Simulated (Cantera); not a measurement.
An isothermal, constant-pressure homogeneous reactor starts with CH₃OH : O₂ : N₂ = 0.01 : 0.045 : 1 (molar parts), equivalence ratio 0.33, at 1325 K and 1.10 bar. Integrator tolerance rtol = 1e-08.

Model: GRI-Mech 3.0 (53 species, 325 reactions), integrated in Cantera. GRI-Mech 3.0 was tuned for natural gas; its chemistry of methanol as a main component is partial and can be far from experiment.

Q: What does this change do: O2 0.045 to 0.0061 parts?

A: 
```csv
quantity,before,after
x(CH₃OH) at 1.00 s,<1e-12 (gas-phase equilibrium <1e-12),<1e-12 (gas-phase equilibrium <1e-12)
x(O₂) at 1.00 s,0.0283 (gas-phase equilibrium 0.0282),8.82e-12 (gas-phase equilibrium <1e-12)
x(HCO) at 1.00 s,<1e-12 (gas-phase equilibrium <1e-12),1.12e-10 (gas-phase equilibrium 4.22e-12)
x(NO) at 1.00 s,6.12e-7 (gas-phase equilibrium 0.000187),1.03e-7 (gas-phase equilibrium 1.22e-10)
x(O) at 1.00 s,4.63e-8 (gas-phase equilibrium 4.44e-8),2.01e-11 (gas-phase equilibrium <1e-12)
x(CH₂) at 1.00 s,<1e-12 (gas-phase equilibrium <1e-12),<1e-12 (gas-phase equilibrium <1e-12)
x(CO₂) at 1.00 s,0.00943 (gas-phase equilibrium 0.00943),0.00300 (gas-phase equilibrium 0.00301)
```
